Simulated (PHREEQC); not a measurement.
Model water analysis in mg/L, 25 °C, pH 7.17, pe -0.8:

```tsv
constituent	mg/L
Na	12.8
K	0.125
Ca	9.49
Mg	5.19
Cl	11.7
S(6) as SO4	16.2
Alkalinity as HCO3	51.2
Si as SiO2	0.935
Li	0.00133
B	0.0085
N(-3) as NH4	0.0122
Sr	0.452
```

Valence states are taken as typed.

The numbers come from PHREEQC with the ion-association model, phreeqc.dat.

This is a speciation only: nothing precipitates in the calculation.

### Question
Order these S species by the share of S that they hold, largest first: SO4-2, MgSO4, NaSO4-, CaSO4.

### Answer
SO4-2 (94 %), MgSO4 (3.1 %), CaSO4 (2.6 %), NaSO4- (0.21 %)

The pH is 7.17 and the ionic strength 0.00207 mol/kgw.
